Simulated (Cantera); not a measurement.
Charge: 1 mol SiC, 0.025 mol CO₂, 790 mol H₂, at 4.50 Pa.

These are equilibrium values from Cantera (NASA tables, ideal gas, pure condensed phases), not measurements of a reactor. Candidate condensed phases: C, C₆H₆, C₇H₈, C₈H₁₈, H₂O, Si, SiC, SiO₂; 123 gas species. Kinetics and transport are ignored.

Task: At 1677 °C, list the 5 most abundant gas species with their mole fractions, and the condensed phases.

Result: H₂ 0.842, H 0.157, Si 0.00112, C₂H₂ (acetylene) 0.000460, CO 5.82e-5. Condensed: C(graphite).
